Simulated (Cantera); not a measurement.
A closed system holds: 1 mol SiH4, 3.4 mol O2, 23 mol N2, 26 mol NO, held at 1125 K and 0.0100 bar.

Equilibrium computed with Cantera from the NASA thermochemical tables; the gas is ideal and each condensed phase is pure. Candidate condensed phases: H2O, Si, SiO2, Si2N2O, Si3N4; 35 gas species. Rates play no part.

**Question.** What is the equilibrium state?

**Answer.** 
```
Quantity                              Value
--------------------------------  ---------
x(N2)                                 0.687
x(O2)                                 0.275
x(H2O)                               0.0382
x(NO)                              0.000113
x(OH)                               2.11e-6
n(SiO2(β-quartz))                  1.00 mol
gas amount                        52.40 mol
log10 activity of Si(s) (absent)     -30.33
```
